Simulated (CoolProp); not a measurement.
A closed Brayton cycle with nitrogen: compressor inlet 313.15 K and 7.6 MPa, high pressure 15.9 MPa, turbine inlet 685 K, compressor efficiency 0.8, turbine efficiency 0.9, recuperator effectiveness 0.9 (on enthalpy, no pinch check). Each further row changes one setting.

The numbers come from the reference Helmholtz-energy equation of state, Span 2000 in CoolProp.

| case | thermal efficiency (%) | net work (kJ/kg) | compressor to turbine work | compressor exit (K) | turbine exit (K) |
|---|---|---|---|---|---|
| as stated | [?] | 29.4 | 0.77 | 405.9 | 571.1 |
| turbine inlet 635 K | 14.6 | 20.0 | [?] | 405.9 | 528.3 |
| compressor inlet 323.15 K | 17.4 | 26.0 | [?] | 418.9 | 571.1 |
| high pressure 13.5 MPa | [?] | [?] | 0.73 | 383.6 | [?] |
| recuperator effectiveness 0.5 | [?] | 29.4 | 0.77 | 405.9 | 571.1 |

Task: Some entries are withheld; supply them.

Result: 
- as stated, thermal efficiency (%): 19.4
- turbine inlet 635 K, compressor to turbine work: 0.83
- compressor inlet 323.15 K, compressor to turbine work: 0.80
- high pressure 13.5 MPa, thermal efficiency (%): 20.9
- high pressure 13.5 MPa, net work (kJ/kg): 27.1
- high pressure 13.5 MPa, turbine exit (K): 594.7
- recuperator effectiveness 0.5, thermal efficiency (%): 13.2
